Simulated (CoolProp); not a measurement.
R21 along the isotherm 199.85 °C: density (kg/m³) from the reference equation and from simpler models built on Tc = 179.6 °C, pc = 5289 kPa, ω = 0.206; each cubic takes its own stable root.

Model: reference Helmholtz-energy equation of state, Platzer 1990, in CoolProp. This equation is an older, rougher fit; its heat capacities, sound speeds and derivatives of the liquid may be far off and weren't checked against measurements.

```json
[
 {"p (kPa)": "1650", "phase": "gas", "reference": "47.82", "Soave-Redlich-Kwong": "47.85", "Peng-Robinson": "48.44"},
 {"p (kPa)": "3310", "phase": "gas", "reference": "110.4", "Soave-Redlich-Kwong": "109.8", "Peng-Robinson": "112.7"},
 {"p (kPa)": "4960", "phase": "gas", "reference": "205.4", "Soave-Redlich-Kwong": "200.3", "Peng-Robinson": "209.3"},
 {"p (kPa)": "6610", "phase": "supercritical", "reference": "432.2", "Soave-Redlich-Kwong": "395.1", "Peng-Robinson": "420.4"},
 {"p (kPa)": "8260", "phase": "supercritical", "reference": "715.1", "Soave-Redlich-Kwong": "606.9", "Peng-Robinson": "660.2"},
 {"p (kPa)": "9920", "phase": "supercritical", "reference": "807.9", "Soave-Redlich-Kwong": "694.8", "Peng-Robinson": "762.2"},
 {"p (kPa)": "11600", "phase": "supercritical", "reference": "859.5", "Soave-Redlich-Kwong": "751.3", "Peng-Robinson": "827.5"},
 {"p (kPa)": "13200", "phase": "supercritical", "reference": "893.9", "Soave-Redlich-Kwong": "791.8", "Peng-Robinson": "874.0"},
 {"p (kPa)": "14900", "phase": "supercritical", "reference": "922.2", "Soave-Redlich-Kwong": "826.6", "Peng-Robinson": "913.8"},
 {"p (kPa)": "16500", "phase": "supercritical", "reference": "944.1", "Soave-Redlich-Kwong": "854.2", "Peng-Robinson": "945.3"},
 {"p (kPa)": "18200", "phase": "supercritical", "reference": "963.9", "Soave-Redlich-Kwong": "879.6", "Peng-Robinson": "974.2"},
 {"p (kPa)": "19800", "phase": "supercritical", "reference": "980.1", "Soave-Redlich-Kwong": "900.8", "Peng-Robinson": "998.3"},
 {"p (kPa)": "21500", "phase": "supercritical", "reference": "995.5", "Soave-Redlich-Kwong": "921.1", "Peng-Robinson": "1021"},
 {"p (kPa)": "23100", "phase": "supercritical", "reference": "1009", "Soave-Redlich-Kwong": "938.4", "Peng-Robinson": "1041"},
 {"p (kPa)": "24800", "phase": "supercritical", "reference": "1021", "Soave-Redlich-Kwong": "955.2", "Peng-Robinson": "1060"},
 {"p (kPa)": "26400", "phase": "supercritical", "reference": "1032", "Soave-Redlich-Kwong": "969.9", "Peng-Robinson": "1076"}
]
```
